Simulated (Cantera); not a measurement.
An isothermal, constant-pressure homogeneous reactor starts with 1.72 % H₂, 95.6 % O₂, 2.68 % H₂O, at 1450 K and 14.3 Torr.

Model: GRI-Mech 3.0 (53 species, 325 reactions), integrated in Cantera. Radical loss at walls, strong at low pressure, is not modelled.

One state of this run: x H₂ = 0.000106; x O₂ = 0.950; x H = 0.000245; x H₂O = 0.0428; x H₂O₂ = 2.69e-8; x HO₂ = 8.44e-7. x: mole fraction; the columns are a selection and need not sum to one.

Q: Which value of t (s) does it belong to?
A) 0.000790
B) 0.000397
C) 0.0968
D) 0.00312

A: C, 0.0968
